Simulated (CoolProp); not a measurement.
A simple Rankine cycle with R236FA: condensing at 329.15 K, boiler at 1.66 MPa, turbine inlet 381 K, turbine efficiency 0.85, pump efficiency 0.7, no recuperator. Each further row changes one setting.

Model: reference Helmholtz-energy equation of state, Pan 2012, in CoolProp.

| case | thermal efficiency (%) | net work (kJ/kg) | heat in (kJ/kg) | turbine exit temperature (K) | volume ratio over the turbine |
|---|---|---|---|---|---|
| as stated | 6.8 | 11.1 | 163 | 355.0 | 2.67 |
| condensing temperature 321.15 K | 8.2 | 14.1 | 173 | 349.7 | 3.36 |
| boiler pressure 1.16 MPa | 4.3 | 7.30 | 171 | 367.2 | 1.75 |
| turbine efficiency 0.75 | 5.9 | 9.63 | 163 | 356.4 | 2.69 |
